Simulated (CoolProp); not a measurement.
Properties of R1224YDZ along the isobar 862 kPa.

Computed with CoolProp (reference Helmholtz-energy equation of state, Akasaka 2023).

```
T (°C)   phase  cv (kJ/(kg K))  speed of sound (m/s)  Joule-Thomson coefficient (K/MPa)
------  ------  --------------  --------------------  ---------------------------------
69.15   liquid               …                     …                           -0.03056
77.85   liquid          0.8878                 420.9                            0.04651
95.35      gas          0.8817                 124.7                              19.63
104.05     gas          0.8841                 128.6                                  …
112.75     gas          0.8885                 132.1                              15.67
121.45     gas               …                 135.4                              14.19
130.25     gas          0.9011                 138.5                              12.93
138.95     gas          0.9086                 141.3                              11.86
147.65     gas          0.9165                 144.0                              10.94
156.35     gas          0.9248                     …                              10.14
165.15     gas               …                 149.0                              9.432
173.85     gas          0.9419                 151.4                                  …
182.55     gas          0.9504                 153.7                              8.266
191.25     gas          0.9590                 155.9                              7.775
199.95     gas          0.9675                 158.0                              7.335
```

Q: Complete the blanks.

A: 
- 69.15, cv (kJ/(kg K)): 0.8755
- 69.15, speed of sound (m/s): 455.0
- 104.05, Joule-Thomson coefficient (K/MPa): 17.46
- 121.45, cv (kJ/(kg K)): 0.8943
- 156.35, speed of sound (m/s): 146.6
- 165.15, cv (kJ/(kg K)): 0.9333
- 173.85, Joule-Thomson coefficient (K/MPa): 8.814
